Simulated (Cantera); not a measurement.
Cantera run:

```python
import numpy as np
import cantera as ct

gas_names = """
    Fe FeO N NO NO2 NO3 N2 N2O O O2 O3 S SN SO SO2 SO3 S2 S2O S8
""".split()
cond_names = """
    Fe(a) Fe(c) Fe(d) Fe(L) FeO(s) FeO(L) FeS(a) FeS(b) FeS(c) FeS(L) FeSO4(s) FeS2(s) Fe2O3(s)
    Fe2S3O12(s) Fe3O4(s) S(cr1) S(cr2) S(L)
""".split()


# ... load() reads the species with a 1 bar reference pressure and builds the phases ...
atoms = {
    'FeS': {'Fe': 1, 'S': 1},
    'SO3': {'S': 1, 'O': 3},
    'N2': {'N': 2},
}
top_T = {'FeSO4(s)': 950, 'FeS2(s)': 1010, 'Fe2O3(s)': 1830, 'Fe2S3O12(s)': 1100, 'Fe3O4(s)': 1870}  # K; cautious upper limits of use, not melting points


# ... equilibrate(T, P, feed) seeds the gas with the atoms and calls Mixture.equilibrate('TP', solver="vcs", rtol=1e-11, max_steps=5000) ...
results = []
feed = {'FeS': 1, 'SO3': 1.3, 'N2': 5.4}  # mol
T = 1923.15  # K
P = 24000  # Pa
mix = equilibrate(T, P, feed)
results.append((T, P, feed, dict(zip(mix.species_names, mix.species_moles))))
print(gas.report(threshold=1e-06))
for i in range(1, mix.n_phases):
    print(f"{mix.phase(i).name:16s} {mix.phase_moles(i):12.5e} mol")
```

Result:

```
       temperature   1923.2 K
          pressure   24000 Pa
           density   0.055696 kg/m^3
  mean mol. weight   37.107 kg/kmol
   phase of matter   gas

                          1 kg             1 kmol
                     ---------------   ---------------
          enthalpy         3.101e+05        1.1507e+07  J
   internal energy       -1.2081e+05        -4.483e+06  J
           entropy            7801.1        2.8948e+05  J/K
    Gibbs function       -1.4693e+07        -5.452e+08  J
 heat capacity c_p            1086.3             40311  J/K
 heat capacity c_v            862.27             31997  J/K

                      mass frac. Y      mole frac. X     chem. pot. / RT
                     ---------------   ---------------   ---------------
                Fe        0.00010832        7.1975e-05           -9.6573
               FeO         9.136e-06        4.7188e-06           -31.342
                NO        1.3467e-05        1.6654e-05           -35.955
                N2           0.55728           0.73817            -28.54
                O2        1.4186e-06        1.6451e-06            -43.37
                 S        0.00075186        0.00087023           -14.089
                SN        4.4799e-06        3.6086e-06           -28.359
                SO          0.027708          0.021394           -35.774
               SO2           0.32245           0.18679           -57.459
                S2          0.088411          0.051165           -28.178
               S2O         0.0032666          0.001513           -49.864
     [   +8 minor]        2.1907e-06        1.7752e-06

Fe(L)             0.00000e+00 mol
FeO(L)            9.99439e-01 mol
FeS(L)            0.00000e+00 mol
S(L)              0.00000e+00 mol
```

These are equilibrium values from Cantera (NASA tables, ideal gas, pure condensed phases), not measurements of a reactor. The tables' stoichiometric FeO is somewhat more stable than real wüstite, so its field is too wide. FeO: taken at fixed stoichiometry.
